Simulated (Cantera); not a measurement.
An adiabatic, constant-pressure homogeneous reactor starts with CH4 : O2 : N2 : H2O = 1 : 1.25 : 4.7 : 0.96 (molar parts), at 1800 K and 6.10 bar. Integrator tolerance rtol = 1e-08.

Detailed kinetics in Cantera: GRI-Mech 3.0 (53 species, 325 reactions).

Q: What does this change do: initial temperature 1800 to 1600 K?

A: 
```json
[
 {"quantity": "time of steepest temperature rise", "before": "31.9 µs", "after": "0.179 ms"},
 {"quantity": "temperature at 0.100 s", "before": "2809 K", "after": "2678 K"},
 {"quantity": "equilibrium temperature", "before": "2809 K", "after": "2678 K"},
 {"quantity": "x(CH4) at 0.100 s", "before": "9.79e-12 (gas-phase equilibrium 1.13e-11)", "after": "1.49e-11 (gas-phase equilibrium 1.70e-11)"},
 {"quantity": "x(O2) at 0.100 s", "before": "0.000589 (gas-phase equilibrium 0.000589)", "after": "0.000212 (gas-phase equilibrium 0.000212)"},
 {"quantity": "x(H2O) at 0.100 s", "before": "0.239 (gas-phase equilibrium 0.239)", "after": "0.244 (gas-phase equilibrium 0.244)"},
 {"quantity": "x(NO2) at 0.100 s", "before": "1.42e-7 (gas-phase equilibrium 1.42e-7)", "after": "4.76e-8 (gas-phase equilibrium 4.76e-8)"},
 {"quantity": "x(H2O2) at 0.100 s", "before": "1.82e-7 (gas-phase equilibrium 1.82e-7)", "after": "8.84e-8 (gas-phase equilibrium 8.84e-8)"},
 {"quantity": "x(HCO) at 0.100 s", "before": "4.95e-7 (gas-phase equilibrium 4.95e-7)", "after": "3.56e-7 (gas-phase equilibrium 3.56e-7)"},
 {"quantity": "x(H) at 0.100 s", "before": "0.0104 (gas-phase equilibrium 0.0104)", "after": "0.00642 (gas-phase equilibrium 0.00642)"}
]
```

Q: What does this change do: initial temperature 1800 to 1648 K?

A: 
```tsv
quantity	before	after
time of steepest temperature rise	31.9 µs	0.114 ms
temperature at 0.100 s	2809 K	2711 K
equilibrium temperature	2809 K	2711 K
x(CH4) at 0.100 s	9.79e-12 (gas-phase equilibrium 1.13e-11)	1.33e-11 (gas-phase equilibrium 1.52e-11)
x(O2) at 0.100 s	0.000589 (gas-phase equilibrium 0.000589)	0.000279 (gas-phase equilibrium 0.000279)
x(H2O) at 0.100 s	0.239 (gas-phase equilibrium 0.239)	0.243 (gas-phase equilibrium 0.243)
x(NO2) at 0.100 s	1.42e-7 (gas-phase equilibrium 1.42e-7)	6.38e-8 (gas-phase equilibrium 6.38e-8)
x(H2O2) at 0.100 s	1.82e-7 (gas-phase equilibrium 1.82e-7)	1.07e-7 (gas-phase equilibrium 1.07e-7)
x(HCO) at 0.100 s	4.95e-7 (gas-phase equilibrium 4.95e-7)	3.87e-7 (gas-phase equilibrium 3.87e-7)
x(H) at 0.100 s	0.0104 (gas-phase equilibrium 0.0104)	0.00728 (gas-phase equilibrium 0.00728)
```
